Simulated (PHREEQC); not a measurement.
1 kg of water holding 0.016 mol/kgw NaCl and 0.17 mol/kgw MgCl2 is evaporated at 60 °C; the solids stay in contact with the brine. No CO2 enters from the air. The run lets Bischofite, Brucite, Halite, MgCl2_4H2O precipitate or redissolve, and no other solid.

Equilibrium calculation in PHREEQC: Pitzer model, pitzer.dat.

**Question.** Predict ionic strength, water activity, Cl in solution (mol/kgw) at water left (kg) = 1, 0.5552, 0.4563, 0.06418, 0.05275.

**Answer.** 
```
water left (kg)  ionic strength  water activity  Cl in solution (mol/kgw)
---------------  --------------  --------------  ------------------------
1                         0.526           0.992                     0.356
0.5552                    0.947           0.985                     0.641
0.4563                     1.15           0.981                     0.780
0.06418                    8.20           0.770                      5.55
0.05275                    9.97           0.694                      6.75
```

Constants without temperature data keep their 25 °C values here.
